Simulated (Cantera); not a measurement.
Charge: 1 mol SiH2Cl2, 12 mol N2, equilibrated at 0.430 bar.

Equilibrium computed with Cantera from the NASA thermochemical tables; the gas is ideal and each condensed phase is pure. Candidate condensed phases: NH4Cl, Si, Si3N4; 28 gas species. N2 is the only nitrogen source here; it is nearly inert below about 1500 K, so the nitride shown seldom forms there in practice. The tables' values for SiCl3, SiCl, SiN are old estimates; treat these amounts as uncertain. The numbers say what is thermodynamically allowed, not how fast it happens.

x: gas mole fraction; n: condensed amount in mol.

```tsv
T (°C)	x N2	x HCl	x H2	x SiCl2	x SiCl4	n Si3N4(s)	n Si(l)
500	0.868	0.0752	0.0379	2.63e-12	0.0189	0.250	0
600	0.866	0.0820	0.0344	3.94e-10	0.0172	0.257	0
700	0.865	0.0871	0.0318	2.08e-8	0.0159	0.263	0
800	0.864	0.0911	0.0298	…	0.0148	0.267	0
900	0.863	0.0943	0.0282	7.32e-6	0.0140	0.271	0
1000	0.863	0.0967	0.0269	6.73e-5	0.0131	0.273	0
1100	0.862	0.0982	0.0261	0.000435	0.0119	0.273	0
1200	0.861	0.0981	0.0259	…	…	0.268	0
1300	0.860	0.0949	0.0272	0.00709	0.00673	0.252	0
1400	0.857	0.0864	0.0309	0.0169	0.00311	0.220	0
1500	0.856	0.0731	0.0369	0.0287	0.000983	0.180	0
1600	0.855	0.0585	0.0436	0.0391	0.000256	0.141	0
1700	0.855	0.0453	0.0497	0.0471	6.44e-5	0.108	0
1800	0.856	0.0354	0.0532	0.0518	1.74e-5	0	0.249
```

### Question
Complete the blanks.

### Answer

- 800, x SiCl2: 5.17e-7
- 1200, x SiCl2: 0.00207
- 1200, x SiCl4: 0.00997
